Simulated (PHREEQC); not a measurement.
Solution (20 °C): 0.0015 mol/kgw FeCl3, 0.015 mol/kgw CaCl2 and 0.00054 mol/kgw NaF. Closed to the air; pH follows from the charge balance.

Model: ion-association model, phreeqc.dat, run in PHREEQC.

```csv
quantity,before,after
pH,3.12,3.14
ionic strength (mol/kgw),0.0514,0.0693
FeOH+2 (mol/kgw),0.000540,0.000517
FeF+2 (mol/kgw),0.000460,0.000458
Fe+3 (mol/kgw),0.000164,0.000157
Fe(OH)2+ (mol/kgw),0.000109,0.000102
SI of Fluorite (CaF2),-2.36,-2.32
SI of Goethite (FeOOH),+5.78,+5.76
```

What was changed between the two runs?
A. NaF from 0.00054 to 0.00081 mol/kgw
B. NaF replaced by NaBF4 at the same molality
C. 0.018 mol/kgw NaCl added
D. temperature from 20 to 90 °C

C, 0.018 mol/kgw NaCl added

This is a speciation only: nothing precipitates in the calculation. Some of these states are supersaturated (in Fe(OH)3(a), Hematite (slow to form), Goethite (slow to form), for instance). Fluoro complexes past AlF4- and FeF3 are missing from the database.
